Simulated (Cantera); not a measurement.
Si2H6 + Cl2 + H2 (silicon epitaxy and polysilicon growth)

Charge: 1 mol Si2H6, 0.049 mol Cl2, 38 mol H2, equilibrated at 1125 K and 0.133 bar.

Cantera equilibrium calculation (NASA polynomials, part measured and part estimated; ideal gas, pure solids and liquids). Candidate condensed phases: Si; 19 gas species. The feed counts by its element totals alone. The numbers say what is thermodynamically allowed, not how fast it happens.

```json
{
 "x(H2)": "0.998",
 "x(HCl)": "0.00234",
 "x(SiCl2)": "1.17e-5",
 "x(SiHCl3)": "3.26e-6",
 "x(SiH2Cl2)": "2.95e-6",
 "n(Si(s))": "2.00 mol",
 "gas_amount": "41.05 mol"
}
```
